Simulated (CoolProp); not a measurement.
A simple Rankine cycle with water: condensing at 289.15 K, boiler at 6.3 MPa, turbine inlet 556.9 K, turbine efficiency 0.85, pump efficiency 0.7, no recuperator. Each further row changes one setting.

Computed with CoolProp (reference Helmholtz-energy equation of state, Wagner 2002).

| case | thermal efficiency (%) | net work (kJ/kg) | heat in (kJ/kg) | turbine exit temperature (K) | volume ratio over the turbine |
|---|---|---|---|---|---|
| as stated | 33.9 | 924 | 2730 | 289.1 | 1700 |
| turbine inlet 576.9 K | 34.1 | 958 | 2810 | 289.1 | 1600 |
| condensing temperature 281.15 K | 34.9 | 963 | 2760 | 281.2 | 2770 |
| boiler pressure 4.41 MPa | 33.0 | 932 | 2820 | 289.1 | 1130 |
| turbine efficiency 0.75 | 29.9 | 815 | 2730 | 289.1 | 1800 |

The expansion ends wet for: as stated; turbine inlet 576.9 K; condensing temperature 281.15 K; boiler pressure 4.41 MPa; turbine efficiency 0.75.
